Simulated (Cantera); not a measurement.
Charge: 1 mol SiCl₄, 34 mol H₂, equilibrated at 1323 K and 0.0330 bar.

Equilibrium computed with Cantera from the NASA thermochemical tables; the gas is ideal and each condensed phase is pure. Candidate condensed phases: Si; 19 gas species. The tables' values for SiCl₃ are old estimates; treat these amounts as uncertain. The numbers say what is thermodynamically allowed, not how fast it happens.

Base state: H₂ 0.912, HCl 0.0698, SiCl₂ 0.0146, SiCl₃ 0.00177, SiCl₄ 0.00117, SiHCl₃ 0.000776, SiH₂Cl₂ 7.37e-5 (mole fractions); condensed: Si(s).

Task: What changes in the equilibrium state with this change: H₂ from 34 to 66 mol?

Result: 
| species | before | after |
|---|---|---|
| H₂ | 0.912 | 0.949 |
| HCl | 0.0698 | 0.0447 |
| SiCl₂ | 0.0146 | 0.00575 |
| SiCl₄ | 0.00117 | 0.000182 |
| SiCl₃ | 0.00177 | 0.000437 |
| SiHCl₃ | 0.000776 | 0.000196 |
| Si(s), mol | 0.340 | 0.552 |

Task: What changes in the equilibrium state with this change: SiCl₄ replaced by SiHCl₃?

Result: 
| species | before | after |
|---|---|---|
| H₂ | 0.912 | 0.931 |
| HCl | 0.0698 | 0.0576 |
| SiCl₂ | 0.0146 | 0.00975 |
| SiCl₄ | 0.00117 | 0.000522 |
| SiCl₃ | 0.00177 | 0.000964 |
| Si(s), mol | 0.340 | 0.579 |
